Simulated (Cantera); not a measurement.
What does this Cantera script print?

```python
import numpy as np
import cantera as ct

gas_names = [...]  # 95 gases of nasa_gas.yaml made of C, F, H
cond_names = """
    C(gr) C6H6(L) C7H8(L) C8H18(L),n-octa
""".split()


# ... load() reads the species with a 1 bar reference pressure and builds the phases ...
atoms = {
    'C2F6': {'C': 2, 'F': 6},
    'CH4': {'C': 1, 'H': 4},
    'H2': {'H': 2},
}
top_T = {'C(gr)': 4500}  # K; cautious upper limits of use, not melting points


# ... equilibrate(T, P, feed) seeds the gas with the atoms and calls Mixture.equilibrate('TP', solver="vcs", rtol=1e-11, max_steps=5000) ...
results = []
feed = {'C2F6': 1, 'CH4': 0.02, 'H2': 0.59}  # mol
P = 1000  # Pa
for T in [1575, 1775, 1975, 2175, 2375, 2575, 2775, 2975, 3175]:
    mix = equilibrate(T, P, feed)
    results.append((T, P, feed, dict(zip(mix.species_names, mix.species_moles))))

top = {s: max(r[3][s] / sum(r[3][g] for g in gas_names) for r in results) for s in gas_names}
cols = sorted((s for s in top if top[s] > 0.001), key=lambda s: -top[s])[:7]
seen = [c for c in cond_names if any(r[3].get(c, 0) > 1e-12 for r in results)]
print("log10 of partial pressures in bar; condensed amounts in mol")
print(f"{'T/K':>10s}" + "".join(f"{s[:9]:>10s}" for s in cols + seen))
for T, P, feed, n in results:
    ng = sum(n[g] for g in gas_names)
    print(f"{T:10.4g}" + "".join(f"{np.log10(max(n[s] / ng * P / 1e5, 1e-99)):10.3f}" for s in cols)
          + "".join(f"{n.get(c, 0):10.4g}" for c in seen))
```

Output:

```
log10 of partial pressures in bar; condensed amounts in mol
       T/K         F        HF       CF4       CF2        CF        C3         C     C(gr)
      1575    -5.759    -2.288    -2.315    -5.064    -9.263   -16.364   -15.573     0.834
      1775    -4.577    -2.291    -2.323    -4.029    -7.457   -13.278   -12.890    0.8245
      1975    -3.645    -2.309    -2.373    -3.230    -6.033   -10.828   -10.753    0.7712
      2175    -2.932    -2.383    -2.605    -2.678    -4.922    -8.839    -9.011    0.5949
      2375    -2.482    -2.516    -3.373    -2.510    -4.145    -7.194    -7.565    0.5062
      2575    -2.276    -2.599    -4.714    -2.717    -3.664    -5.812    -6.344    0.9313
      2775    -2.192    -2.646    -6.236    -3.084    -3.349    -4.635    -5.301     1.266
      2975    -2.182    -2.688    -7.803    -3.528    -3.141    -3.623    -4.399    0.9059
      3175    -2.193    -2.760    -9.410    -4.116    -3.139    -3.215    -3.770         0
```

Cantera equilibrium calculation (NASA polynomials, part measured and part estimated; ideal gas, pure solids and liquids). The feed counts by its element totals alone. Gases not in the tables: C2F6 and larger saturated fluorocarbons.
